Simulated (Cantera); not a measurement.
An adiabatic, constant-pressure homogeneous reactor starts with C₃H₈ : O₂ : N₂ = 1 : 2.27 : 8.55 (molar parts), at 1100 K and 1.01 bar. Integrator tolerance rtol = 1e-08.

Detailed kinetics in Cantera: GRI-Mech 3.0 (53 species, 325 reactions). GRI-Mech 3.0 was tuned for natural gas; its chemistry of propane as a main component is partial and can be far from experiment.

| quantity | before | after |
|---|---|---|
| time of steepest temperature rise | 56.7 ms | not reached |
| temperature at 0.700 s | 2152 K | 1206 K |
| equilibrium temperature | 2152 K | 1233 K |
| x(C₃H₈) at 0.700 s | <1e-12 (gas-phase equilibrium <1e-12) | 3.44e-6 (gas-phase equilibrium 1.21e-7) |
| x(O₂) at 0.700 s | 1.59e-7 (gas-phase equilibrium 1.59e-7) | 9.81e-10 (gas-phase equilibrium <1e-12) |
| x(C₂H₂) at 0.700 s | <1e-12 (gas-phase equilibrium <1e-12) | 0.0294 (gas-phase equilibrium 0.00559) |
| x(C₂H) at 0.700 s | <1e-12 (gas-phase equilibrium <1e-12) | 1.74e-11 (gas-phase equilibrium 1.47e-12) |
| x(CO) at 0.700 s | 0.176 (gas-phase equilibrium 0.176) | 0.0609 (gas-phase equilibrium 0.107) |
| x(CH₃) at 0.700 s | 3.84e-11 (gas-phase equilibrium 4.36e-11) | 2.52e-6 (gas-phase equilibrium 1.73e-6) |
| x(NO) at 0.700 s | 9.00e-6 (gas-phase equilibrium 8.22e-6) | 5.50e-11 (gas-phase equilibrium <1e-12) |

Q: What was changed between the two runs?
A) O2 2.27 to 0.68 parts
B) initial temperature 1100 to 1450 K
C) O2 2.27 to 1.8 parts
D) C3H8 1 to 0.4 parts

A: A, O2 2.27 to 0.68 parts
